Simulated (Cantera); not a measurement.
Feed: 1 mol c-C4F8, 0.036 mol HCl, 0.27 mol H2, held at 1275 °C and 0.0120 bar.

Method: chemical equilibrium by Gibbs-energy minimisation in Cantera with the NASA 1993 tables (ideal gas, pure condensed phases). The feed counts by its element totals alone. Gases not in the tables: C2F6 and larger saturated fluorocarbons. The numbers say what is thermodynamically allowed, not how fast it happens.

```csv
species,before,after
CF4,0.752,0.764
HF,0.232,0.221
HCl,0.00122,0.0147
Cl,0.0122,2.55e-9
CF2,0.000679,<1e-9
CF3,0.000135,<1e-9
F,0.000112,<1e-9
Cl2,0.000279,9.67e-7
CClF3,0.000623,7.03e-5
"C(graphite), mol",2.14,2.13
```
Gas species are given as mole fractions.

Q: What was changed between the two runs?
A. HCl from 0.036 to 0.94 mol
B. temperature from 1275 °C to 400 °C
C. HCl from 0.036 to 0.1 mol
D. temperature from 1275 °C to 1975 °C

A: B, temperature from 1275 °C to 400 °C. Condensed phases not in the tables: fluorocarbon polymer
